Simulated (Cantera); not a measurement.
Charge: 1 mol Si, 0.91 mol N₂O, 68 mol H₂, held at 0.00720 Torr.

Equilibrium computed with Cantera from the NASA thermochemical tables; the gas is ideal and each condensed phase is pure. Candidate condensed phases: H₂O, Si, SiO₂, Si₂N₂O, Si₃N₄; 35 gas species. Mutual solubility and eutectic melting of coexisting phases are not modelled. The tables hold silica as quartz up to 1696 K and as liquid above; real silica turns to tridymite and cristobalite and melts near 1996 K. Rates play no part.

Question: Which condensed phases are stable at each of these points (T (K)): 1000, 1100, 1200, 1300, 1400, 1500, 1600, 1700, 1800?

Answer: 
| T (K) | condensed phases | Si condensed (%) |
|---|---|---|
| 1000 | SiO₂(β-quartz) + Si₂N₂O(s) | 100.0 |
| 1100 | SiO₂(β-quartz) + Si₂N₂O(s) | 99.9 |
| 1200 | SiO₂(β-quartz) + Si₂N₂O(s) | 85.1 |
| 1300 | Si₂N₂O(s) | 18.0 |
| 1400 | Si(s) | 8.4 |
| 1500 | Si(s) | 1.2 |
| 1600 | gas only | 0.0 |
| 1700 | gas only | 0.0 |
| 1800 | gas only | 0.0 |

From 1000 K to 1200 K the condensed part is SiO₂(β-quartz) + Si₂N₂O(s). At 1300 K the condensed part is Si₂N₂O(s). From 1400 K to 1500 K the condensed part is Si(s). From 1600 K to 1800 K nothing is condensed.
